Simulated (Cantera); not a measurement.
A closed system holds: 1 mol Si, 15 mol HBr, 10 mol N₂, at 1475 °C and 18.0 mbar.

These are equilibrium values from Cantera (NASA tables, ideal gas, pure condensed phases), not measurements of a reactor. Candidate condensed phases: Br₂, Si, Si₃N₄; 28 gas species. The tables' values for SiBr₃, SiBr are old estimates; treat these amounts as uncertain. Rates play no part.

Base state: HBr 0.392, N₂ 0.380, Br 0.100, H₂ 0.0890, SiBr₂ 0.0366, SiBr₃ 0.00107, H 0.000508, SiBr₄ 0.000288 (mole fractions); condensed: gas only.

Task: What changes in the equilibrium state with this change: pressure from 18.0 mbar to 1.60 mbar?

Result: 
| species | before | after |
|---|---|---|
| N₂ | 0.380 | 0.361 |
| HBr | 0.392 | 0.275 |
| Br | 0.100 | 0.194 |
| H₂ | 0.0890 | 0.132 |
| SiBr₂ | 0.0366 | 0.0356 |
| SiBr₄ | 0.000288 | 8.27e-6 |
| Si | 6.47e-7 | 2.13e-5 |
| SiBr₃ | 0.00107 | 0.000180 |
| SiBr | 4.53e-5 | 0.000257 |
The tables' values for SiBr, SiBr₃ are old estimates; treat these amounts as uncertain.
